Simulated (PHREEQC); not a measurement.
A solution holds 91 mmol/kgw HF, 0.97 mmol/kgw NH4HF2, 0.037 mmol/kgw H2SiF6 and 3.1 mmol/kgw Na2SO4, at 40 °C. It is in equilibrium with CO2 at log p = -1 (atm). Otherwise closed; pH follows from the charge balance.

All values are PHREEQC results (ion-association model, phreeqc.dat), not measurements.

Problem. The ionic strength comes out as 0.0164 mol/kgw. What activity coefficients do Na+, SiF6-2, NH4SO4-, NH4+, SO4-2 get?

Solution. Na+ 0.88, SiF6-2 0.60, NH4SO4- 0.88, NH4+ 0.87, SO4-2 0.60.

This is a speciation only: nothing precipitates in the calculation. At this temperature some constants are extrapolated from 25 °C, and those without enthalpy data are left unchanged. SiF6-2 is the database's only silicon fluoride.
